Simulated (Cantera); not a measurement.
An adiabatic, constant-pressure homogeneous reactor starts with 5.77 % CH₄, 0.254 % C₂H₆, 10.3 % O₂, 83.7 % N₂, equivalence ratio 1.2, at 1100 K and 6.40 bar.

Computed with Cantera and GRI-Mech 3.0 (53 species, 325 reactions).

Question: Predict: time of steepest temperature rise; temperature at 6.00 s; equilibrium temperature; x(O₂) at 6.00 s; x(N₂O) at 6.00 s.

Answer: 
```
Quantity                                                            Result
---------------------------------  ---------------------------------------
time of steepest temperature rise                                  18.6 ms
temperature at 6.00 s                                               2112 K
equilibrium temperature                                             2112 K
x(O₂) at 6.00 s                    3.09e-6 (gas-phase equilibrium 3.09e-6)
x(N₂O) at 6.00 s                   5.79e-9 (gas-phase equilibrium 5.79e-9)
```
